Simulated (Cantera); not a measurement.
Mixture: H2 : O2 : N2 : NO = 1 : 0.417 : 1.57 : 0.011 (molar parts), at 1000000 Pa, adiabatic and at constant volume. Ignition delay is the time to a rise of 400 K.

Model: GRI-Mech 3.0 (53 species, 325 reactions), integrated in Cantera. The hydrogen kinetics of GRI-Mech 3.0 are dated; newer H2 mechanisms differ, most at raised pressure. The mechanism lacks 2 NO + O2 → 2 NO2 and HONO, so NO2 and the effect of NO are under-described below about 1400 K.

Task: What does this change do: NO 0.011 to 0.0071 parts?

Result: 
```
quantity                                               before      after
--------------------------------------------------  ---------  ---------
delay at 1025 K                                       78.0 µs   0.117 ms
delay at 1100 K                                       32.7 µs    45.2 µs
delay at 1175 K                                       13.7 µs    16.9 µs
delay at 1250 K                                       6.30 µs    6.91 µs
delay at 1325 K                                       3.42 µs    3.52 µs
delay at 1400 K                                       2.17 µs    2.19 µs
delay at 1475 K                                       1.53 µs    1.54 µs
apparent activation energy between 1325 and 1475 K  87 kJ/mol  90 kJ/mol
```

Task: What does this change do: pressure from 1000000 Pa to 101000 Pa?

Result: 
```tsv
quantity	before	after
delay at 1025 K	78.0 µs	0.144 ms
delay at 1100 K	32.7 µs	79.9 µs
delay at 1175 K	13.7 µs	50.1 µs
delay at 1250 K	6.30 µs	34.2 µs
delay at 1325 K	3.42 µs	25.0 µs
delay at 1400 K	2.17 µs	19.3 µs
delay at 1475 K	1.53 µs	15.8 µs
```
Where the delays flatten at high temperature, the 400 K rule measures the pace of heat release, not the induction time.

Task: What does this change do: pressure from 1000000 Pa to 220000 Pa?

Result: 
```json
[
 {"quantity": "delay at 1025 K", "before": "78.0 µs", "after": "90.5 µs"},
 {"quantity": "delay at 1100 K", "before": "32.7 µs", "after": "44.3 µs"},
 {"quantity": "delay at 1175 K", "before": "13.7 µs", "after": "25.3 µs"},
 {"quantity": "delay at 1250 K", "before": "6.30 µs", "after": "16.3 µs"},
 {"quantity": "delay at 1325 K", "before": "3.42 µs", "after": "11.4 µs"},
 {"quantity": "delay at 1400 K", "before": "2.17 µs", "after": "8.52 µs"},
 {"quantity": "delay at 1475 K", "before": "1.53 µs", "after": "6.67 µs"}
]
```
